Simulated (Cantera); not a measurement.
Input: 1 mol CH3SiCl3, 0.1 mol C2H2, 810 mol H2, held at 13.3 mbar.

Method: chemical equilibrium by Gibbs-energy minimisation in Cantera with the NASA 1993 tables (ideal gas, pure condensed phases). Candidate condensed phases: C, C6H6, C7H8, C8H18, Si, SiC; 109 gas species. The feed counts by its element totals alone. The numbers say what is thermodynamically allowed, not how fast it happens. All values below are at 2448 K.

Base state: H2 0.837, H 0.158, HCl 0.00299, Si 0.00107, C2H2 (acetylene) 0.000645, Cl 0.000400, SiH 3.24e-5, SiC2 2.12e-5 (mole fractions); condensed: gas only.

Task: What changes in the equilibrium state with this change: pressure from 13.3 mbar to 0.240 bar?

Result: 
| species | before | after |
|---|---|---|
| H2 | 0.837 | 0.955 |
| H | 0.158 | 0.0397 |
| HCl | 0.00299 | 0.00350 |
| Si | 0.00107 | 0.000959 |
| CH4 | 4.56e-7 | 1.03e-5 |
| SiH2 | 3.16e-6 | 5.82e-5 |
| Si2C | 8.43e-7 | 1.18e-5 |
Gases not in the tables: Si2H6 and higher silanes.
